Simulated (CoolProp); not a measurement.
The numbers come from the reference Helmholtz-energy equation of state, Lemmon 2006 in CoolProp. It is a short technical equation, of lower accuracy than the large ones.

Problem. For carbonyl sulfide, give the phase and the Z, cp (kJ/(kg K)), cv (kJ/(kg K)), Joule-Thomson coefficient (K/MPa) at 374.5 K and 6900 kPa; 439.8 K and 6900 kPa; 472.5 K and 6900 kPa.

Solution. 
- 374.5 K and 6900 kPa: liquid; Z 0.194, cp 2.75, cv 0.772, Joule-Thomson coefficient 2.43
- 439.8 K and 6900 kPa: supercritical; Z 0.737, cp 1.19, cv 0.709, Joule-Thomson coefficient 8.66
- 472.5 K and 6900 kPa: supercritical; Z 0.806, cp 1.06, cv 0.705, Joule-Thomson coefficient 7.16
